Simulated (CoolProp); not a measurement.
Saturation properties of water (Tc = 647.1 K, pc = 22.06 MPa, ω = 0.344).

The numbers come from the reference Helmholtz-energy equation of state, Wagner 2002 in CoolProp.

```
T (K)   p (MPa)  enthalpy of vaporisation (kJ/kg)  surface tension (mN/m)  liquid viscosity (µPa s)
-----  --------  --------------------------------  ----------------------  ------------------------
313.4  0.007484                              2405                    69.6                       650
332.3   0.01917                              2360                    66.5                       [?]
351.2   0.04379                              2313                    63.1                       363
370.1   0.09087                              2264                    59.5                       291
389.1    0.1745                              2213                    55.8                       241
408      0.3119                              2160                    51.9                       205
426.9    0.5260                              2102                    47.8                       178
445.8    0.8442                              2040                    43.7                       157
464.8     1.301                              1972                    39.4                       141
483.7     1.929                              1897                    35.1                       128
502.6     2.769                              1815                    30.7                       116
521.5     3.867                              1724                    26.2                       107
540.4     5.270                              1621                    21.8                      98.7
559.4       [?]                              1502                    17.4                      91.1
578.3     9.229                               [?]                    13.1                      83.9
```

Q: Some entries are withheld; supply them.

A: 
- 332.3, liquid viscosity (µPa s): 472
- 559.4, p (MPa): 7.044
- 578.3, enthalpy of vaporisation (kJ/kg): 1365

It boils at 373.1 K under 1 atm.

Viscosity comes from a separate model (Huber 2009). Surface tension comes from a separate correlation (Mulero 2012).
